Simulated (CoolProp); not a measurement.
Vapour pressure (MPa) of nitrogen: the reference equation beside estimates from Tc = 126.2 K, pc = 3.396 MPa, ω = 0.037. Clausius-Clapeyron is anchored at 89.7 K with a constant enthalpy of vaporisation of 5.070 kJ/mol.

The numbers come from the reference Helmholtz-energy equation of state, Span 2000 in CoolProp.

| T (K) | reference | Lee-Kesler | Clausius-Clapeyron | van der Waals | Redlich-Kwong | Soave-Redlich-Kwong | Peng-Robinson |
|---|---|---|---|---|---|---|---|
| 86.7 | 0.2687 | 0.2686 | 0.2776 | 0.6184 | 0.2531 | 0.2683 | 0.2699 |
| 89.7 | 0.3513 | 0.3514 | 0.3513 | 0.7358 | 0.3375 | 0.3517 | ___ |
| 92.7 | 0.4511 | 0.4515 | 0.4377 | 0.8668 | ___ | 0.4527 | ___ |
| 95.6 | 0.5658 | 0.5663 | 0.5344 | 1.007 | 0.5594 | 0.5691 | 0.5674 |
| 98.6 | 0.7053 | 0.7057 | 0.6489 | 1.166 | 0.7044 | 0.7109 | 0.7074 |
| 101.6 | 0.8681 | 0.8681 | 0.7789 | 1.341 | 0.8738 | 0.8764 | 0.8709 |
| 104.6 | 1.056 | 1.056 | 0.9252 | 1.531 | 1.069 | 1.068 | 1.060 |
| 107.6 | 1.272 | 1.270 | 1.089 | 1.737 | 1.292 | 1.287 | 1.277 |
| 110.6 | ___ | ___ | 1.269 | 1.960 | 1.545 | 1.536 | ___ |
| 113.5 | 1.786 | 1.782 | 1.461 | 2.191 | 1.819 | 1.808 | 1.795 |
| 116.5 | 2.098 | 2.094 | 1.678 | 2.447 | 2.135 | ___ | 2.110 |
| 119.5 | 2.448 | 2.445 | 1.914 | 2.721 | 2.485 | 2.473 | 2.462 |
| 122.5 | 2.841 | 2.841 | 2.169 | 3.012 | 2.870 | ___ | 2.854 |

Problem. Complete the blanks.

Solution. 
- 89.7, Peng-Robinson: 0.3525
- 92.7, Redlich-Kwong: 0.4404
- 92.7, Peng-Robinson: 0.4524
- 110.6, reference: 1.517
- 110.6, Lee-Kesler: 1.515
- 110.6, Peng-Robinson: 1.525
- 116.5, Soave-Redlich-Kwong: 2.122
- 122.5, Soave-Redlich-Kwong: 2.862

Absolute difference from the reference over all 13 rows, mean and median: Lee-Kesler 0.1 and 0.1 %, Clausius-Clapeyron 12.1 and 12.4 %, van der Waals 53.6 and 45.0 %, Redlich-Kwong 1.9 and 1.6 %, Soave-Redlich-Kwong 0.8 and 1.0 %, Peng-Robinson 0.4 and 0.4 %.
